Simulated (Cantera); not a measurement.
A closed system holds: 1 mol Ti(OiPr)4, 14 mol H2O, 18 mol H2, held at 16.0 Pa.

Cantera equilibrium calculation (NASA polynomials, part measured and part estimated; ideal gas, pure solids and liquids). Candidate condensed phases: C, C6H6, C7H8, C8H18, H2O, Ti, TiC, TiO, TiO2, Ti2O3, Ti3O5, Ti4O7; 113 gas species. The feed counts by its element totals alone. Condensed phases not in the tables: Magnéli phases beyond Ti4O7. Kinetics and transport are ignored.

### Question
At 1752 °C, list the 6 most abundant gas species with their mole fractions, and the condensed phases.

### Answer
H2 0.620, CO 0.190, H 0.120, H2O 0.0629, CO2 0.00412, TiO2 0.00142. Condensed: Ti4O7(l).
